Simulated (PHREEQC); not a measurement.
PHREEQC input (ion-association model, phreeqc.dat):

```
SOLUTION_MASTER_SPECIES
  Amm  AmmH+  0  AmmH  17.031  # ammonia with no redox link, constants of NH4+
SOLUTION_SPECIES
  AmmH+ = AmmH+
    -log_k 0
    -gamma 2.5 0
    -dw 1.98e-9
  AmmH+ = Amm + H+
    -log_k -9.252
    -delta_h 12.48 kcal
    -analytic 0.6322 -0.001225 -2835.76
    -dw 2.28e-9
  AmmH+ + SO4-2 = AmmHSO4-
    -log_k 1.11
PHASES
  Amm(g)
    Amm = Amm
    -log_k 1.7966
    -analytic -18.758 3.3670e-4 2.5113e3 4.8619 39.192
    -T_c 405.6
    -P_c 111.3
    -Omega 0.25
EXCHANGE_SPECIES
  AmmH+ + X- = AmmHX
    -log_k 0.6
    -gamma 2.5 0
    -delta_h -2.4
SOLUTION 1
  temp 25
  units mol/kgw
  pH 7 charge
  F 0.1643
  Amm 0.0043
SOLUTION 2
  temp 25
  units mol/kgw
  pH 7 charge
  F 0.12
  Amm 0.012
  Si 0.011
END
SELECTED_OUTPUT 1
  -reset false
  -pH true
  -pe true
  -ionic_strength true
  -water true
  -totals Amm F Si
  -molalities H+ H4SiO4 F- OH- O2 HF HF2- H3SiO4- H2SiO4-2 SiF6-2
    AmmH+ Amm
  -equilibrium_phases SiO2(a)
PRINT
  -reset false
MIX 1
  1 1
  2 0
EQUILIBRIUM_PHASES 1
  SiO2(a) 0 0
  O2(g) -0.68 10
END
# ... the last block is repeated for the other 10 points of share of solution B
```

Selected output (columns that matter, 11 of 11 rows; share of solution B added in front):

```
share of solution B	pH	mu	Amm	F	Si	m_H+	m_F-	m_OH-	m_HF	m_HF2-	m_SiF6-2
0	1.9786	0.016006	0.0043	0.1643	0	0.011706	0.010344	1.0935e-12	0.14263	0.0056622	0
0.1	1.9764	0.01799	0.00507	0.15987	0.0011	0.01182	0.0097106	1.0956e-12	0.1336	0.004979	0.0011
0.2	1.9737	0.019984	0.00584	0.15544	0.0022	0.011944	0.0090564	1.0959e-12	0.12453	0.0043281	0.0022
0.3	1.9703	0.021995	0.00661	0.15101	0.0033	0.012085	0.0083824	1.0942e-12	0.1154	0.0037124	0.0033
0.4	1.9663	0.024025	0.00738	0.14658	0.0044	0.012245	0.0076903	1.0903e-12	0.10622	0.0031348	0.0044
0.5	1.9613	0.02608	0.00815	0.14215	0.0055	0.01243	0.006982	1.0839e-12	0.096972	0.0025982	0.0055
0.6	1.9553	0.028165	0.00892	0.13772	0.0066	0.012646	0.00626	1.0749e-12	0.087649	0.0021055	0.0066
0.7	1.9481	0.030287	0.00969	0.13329	0.0077	0.012897	0.0055276	1.0628e-12	0.078243	0.0016596	0.0077
0.8	1.9396	0.032452	0.01046	0.12886	0.0088	0.013192	0.0047888	1.0476e-12	0.068745	0.0012632	0.0088
0.9	1.9297	0.034667	0.01123	0.12443	0.0099	0.013537	0.0040485	1.0291e-12	0.059144	0.00091875	0.0099
1	1.9182	0.036941	0.012	0.12	0.011	0.013941	0.0033127	1.0071e-12	0.049431	0.00062827	0.011
```

Complexes and solids missing from the database can't appear. SiF6-2 is the database's only silicon fluoride.
